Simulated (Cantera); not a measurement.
Ignition delay

Mixture: CH4 : H2 : O2 : N2 = 1 : 0.83 : 4.31 : 23.7 (molar parts), at 1.60 bar, adiabatic and at constant volume. Ignition delay is the time to a rise of 400 K.

Cantera simulation using GRI-Mech 3.0 (53 species, 325 reactions); the numbers are that mechanism's predictions, not measurements.

```json
[
 {"T0 (K)": "1000", "delay (ms)": "11.2"},
 {"T0 (K)": "1050", "delay (ms)": "4.06"},
 {"T0 (K)": "1100", "delay (ms)": "2.11"},
 {"T0 (K)": "1150", "delay (ms)": "1.25"},
 {"T0 (K)": "1200", "delay (ms)": "0.792"},
 {"T0 (K)": "1250", "delay (ms)": "0.522"},
 {"T0 (K)": "1300", "delay (ms)": "0.357"},
 {"T0 (K)": "1350", "delay (ms)": "0.251"}
]
```

```json
{
  "apparent activation energy between 1250 and 1350 K": "100 kJ/mol"
}
```
